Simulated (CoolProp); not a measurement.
Vapour-liquid equilibrium of carbon dioxide (1) + R227EA (2) at 238.9 K; x and y are mole fractions of (1).

The numbers come from the multi-fluid Helmholtz-energy mixture model, Span 1996 and Lemmon 2016; pair parameters Bell 2016 in CoolProp.

Task: Give the bubble pressure and the first vapour's composition at x = 0.125, 0.5, 0.65. Is there an azeotrope?

Result: x = 0.125: 181.2 kPa, y = 0.777; x = 0.5: 603.5 kPa, y = 0.954; x = 0.65: 776.0 kPa, y = 0.972. No azeotrope shows between x = 0.05 and 0.95.

Pair parameters are fitted to limited data, so mixtures are less certain than the pure fluids.
